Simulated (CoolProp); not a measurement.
Vapour-liquid equilibrium of R143a (1) + R1234yf (2) at 6.32 bar; x and y are mole fractions of (1).

The numbers come from the multi-fluid Helmholtz-energy mixture model, Lemmon and Jacobsen 2000 and Lemmon 2022; pair parameters Bell 2016 in CoolProp.

| x | bubble temperature, mixture model (K) | bubble temperature, Raoult's law (K) | y, mixture model | y, Raoult's law |
|---|---|---|---|---|
| 0.05 | 293.8 | 294.0 | 0.084 | 0.089 |
| 0.125 | 291.6 | 291.9 | 0.200 | 0.211 |
| 0.2 | 289.5 | 289.9 | 0.303 | 0.320 |
| 0.275 | 287.6 | 288.0 | 0.396 | 0.417 |
| 0.35 | 285.8 | 286.2 | 0.480 | 0.505 |
| 0.425 | 284.2 | 284.5 | 0.558 | 0.585 |
| 0.5 | 282.6 | 282.9 | 0.629 | 0.657 |
| 0.575 | 281.1 | 281.3 | 0.695 | 0.722 |
| 0.65 | 279.6 | 279.9 | 0.757 | 0.782 |
| 0.725 | 278.3 | 278.5 | 0.814 | 0.836 |
| 0.8 | 277.0 | 277.1 | 0.869 | 0.886 |
| 0.875 | 275.8 | 275.8 | 0.920 | 0.932 |
| 0.95 | 274.6 | 274.6 | 0.969 | 0.974 |

The largest gap from Raoult's law is -0.4 K in bubble temperature, at x = 0.35. No azeotrope shows between x = 0.05 and 0.95.

Pair parameters are fitted to limited data, so mixtures are less certain than the pure fluids.
